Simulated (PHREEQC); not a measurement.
## City or well water: an equilibrium model

A made-up water analysis in mmol/kgw, 25 °C, pH 7.6, pe 9.4:

```
constituent           mmol/kgw
--------------------  --------
Na                       0.838
K                        0.501
Ca                       0.357
Mg                       0.433
Cl                        1.19
S(6)                     0.182
Alkalinity (meq/kgw)      1.27
Pb                    0.000691
```

Valence states are taken as typed.

Computed with PHREEQC (ion-association model, phreeqc.dat).

Each row changes one thing in this solution. Precipitation was switched off in this run.

| case | HCO3- (mol/kgw) | Mg+2 (mol/kgw) | Ca+2 (mol/kgw) | SO4-2 (mol/kgw) | CO2 (mol/kgw) | MgSO4 (mol/kgw) | SI of Cerussite (PbCO3) | SI of Pb(OH)2 (Pb(OH)2) |
|---|---|---|---|---|---|---|---|---|
| as made | 0.00125 | 0.000418 | 0.000346 | 0.000165 | 6.61e-5 | 9.63e-6 | -0.31 | -0.73 |
| pH from 7.6 to 7.3 at the same alkalinity | 0.00125 | 0.000418 | 0.000346 | 0.000165 | 0.000132 | 9.63e-6 | -0.33 | -1.05 |
| Alkalinity from 1.27 to 0.635 mmol/kgw | 0.000624 | 0.000420 | 0.000348 | 0.000165 | 3.31e-5 | 9.85e-6 | -0.33 | -0.45 |
| pH from 7.6 to 6.6 at the same alkalinity | 0.00126 | 0.000418 | 0.000347 | 0.000165 | 0.000666 | 9.64e-6 | -0.49 | -1.91 |
| temperature from 25 to 40 °C at the same typed pH | 0.00124 | 0.000414 | 0.000344 | 0.000161 | 5.79e-5 | 1.33e-5 | -0.47 | -0.34 |
| all concentrations times 2 at the same typed pH | 0.00248 | 0.000817 | 0.000677 | 0.000313 | 0.000128 | 2.96e-5 | -0.00 | -0.71 |

Species that the database lacks are ignored. Away from 25 °C the constants follow the database's enthalpies or fits; those with neither stay at their 25 °C values.
